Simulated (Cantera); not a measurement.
An adiabatic, constant-pressure homogeneous reactor starts with CH4 : CO : O2 : N2 = 1 : 0.71 : 2.14 : 8.05 (molar parts), equivalence ratio 1.1, at 1673 K and 1000000 Pa.

Computed with Cantera and GRI-Mech 3.0 (53 species, 325 reactions).

x: mole fraction; the columns are a selection and need not sum to one.

| t (s) | T (K) | x CH4 | x CO | x O2 | x CH3 | x H2O | x N2O |
|---|---|---|---|---|---|---|---|
| 2.00e-6 | 1673 | 0.0840 | 0.0597 | 0.180 | 4.05e-5 | 1.64e-5 | 1.35e-10 |
| 9.28e-6 | 1674 | 0.0835 | 0.0596 | 0.180 | 0.000258 | 0.000275 | 1.49e-9 |
| 4.31e-5 | [?] | [?] | 0.0703 | [?] | [?] | [?] | [?] |
| 0.000200 | 2993 | <1e-12 | 0.0655 | 0.0138 | <1e-12 | 0.136 | 1.71e-6 |
| 0.000928 | 2989 | <1e-12 | 0.0658 | 0.0132 | <1e-12 | 0.136 | 1.77e-6 |
| 0.00431 | 2989 | <1e-12 | 0.0658 | 0.0132 | <1e-12 | 0.136 | 1.77e-6 |
| 0.0200 | 2989 | <1e-12 | 0.0658 | 0.0132 | <1e-12 | 0.136 | 1.77e-6 |
| 0.0928 | 2989 | <1e-12 | 0.0658 | 0.0132 | <1e-12 | 0.136 | 1.77e-6 |
| 0.431 | 2989 | <1e-12 | 0.0658 | 0.0132 | <1e-12 | 0.136 | 1.77e-6 |
| 2.00 | 2989 | <1e-12 | 0.0658 | 0.0132 | <1e-12 | 0.136 | 1.77e-6 |

Task: What belongs in the gaps?

Result: 
- 4.31e-5, T (K): 1876
- 4.31e-5, x CH4: 0.0489
- 4.31e-5, x O2: 0.149
- 4.31e-5, x CH3: 0.00287
- 4.31e-5, x H2O: 0.0327
- 4.31e-5, x N2O: 1.21e-7
